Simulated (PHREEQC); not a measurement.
0.79 g of hydrous ferric oxide (600 m²/g; 0.2 weak and 0.005 strong sites per Fe, Dzombak-Morel constants, diffuse double layer) in 1 kg of water with 0.1 mol/kgw of an inert sodium salt and 1.7 mmol/kgw Na2SO4 and 0.0049 mmol/kgw H3BO3, at 25 °C; the pH is set by adding NaOH or the inert anion's acid. O2 is buffered at 0.21 atm. CO2 from the air is kept out. Nothing may precipitate in this run.

Base run: PHREEQC, ion-association model, wateq4f.dat. Each further column changes one thing. The table gives surface charge σ (C/m²).

| pH | base | background salt from 0.1 to 0.01 mol/kgw | oxide from 0.79 to 4 g/kgw | 0.0048 mol/kgw CuCl2 added |
|---|---|---|---|---|
| 4 | 0.091 | 0.032 | 0.210 | 0.099 |
| 5 | 0.082 | 0.029 | 0.143 | 0.116 |
| 5.5 | 0.073 | 0.026 | 0.105 | 0.142 |
| 6 | 0.061 | 0.021 | 0.075 | 0.168 |
| 7 | 0.035 | 0.013 | 0.036 | 0.190 |
| 8 | 0.003 | 0.001 | 0.003 | 0.164 |
| 8.5 | -0.014 | -0.006 | -0.014 | 0.126 |
| 9 | -0.035 | -0.015 | -0.035 | 0.082 |
| 10 | -0.095 | -0.047 | -0.095 | 0.019 |

 In at least one series the solution becomes supersaturated in solids that the run did not let form, among them Cu(OH)2, Brochantite, Antlerite, Atacamite. The database's constant for dissolved Cu(OH)2 is higher than later reviews accept.
